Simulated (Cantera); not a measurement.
Feed: 1 mol SiCl4, 0.026 mol C2H4, 730 mol H2, held at 0.100 bar.

Method: chemical equilibrium by Gibbs-energy minimisation in Cantera with the NASA 1993 tables (ideal gas, pure condensed phases). Candidate condensed phases: C, C6H6, C7H8, C8H18, Si, SiC; 109 gas species. Mutual solubility and eutectic melting of coexisting phases are not modelled. Gases not in the tables: Si2H6 and higher silanes. Equilibrium is a limit: real reactors are often held back by kinetics, nucleation or transport.

**Question.** Which condensed phases are stable at each of these points (T (°C)): 1552, 1602, 1652, 1702, 1752, 1802, 1852, 1902, 1952, 2002, 2052, 2102, 2152?

**Answer.** 
```tsv
T (°C)	condensed phases	Si condensed (%)
1552	Si(l) + SiC(s)	86.2
1602	Si(l) + SiC(s)	81.1
1652	Si(l) + SiC(s)	71.9
1702	Si(l) + SiC(s)	56.0
1752	Si(l) + SiC(s)	29.2
1802	SiC(s)	1.3
1852	gas only	0.0
1902	gas only	0.0
1952	gas only	0.0
2002	gas only	0.0
2052	gas only	0.0
2102	gas only	0.0
2152	gas only	0.0
```

From 1552 °C to 1752 °C the condensed part is Si(l) + SiC(s). At 1802 °C the condensed part is SiC(s). From 1852 °C to 2152 °C nothing is condensed.
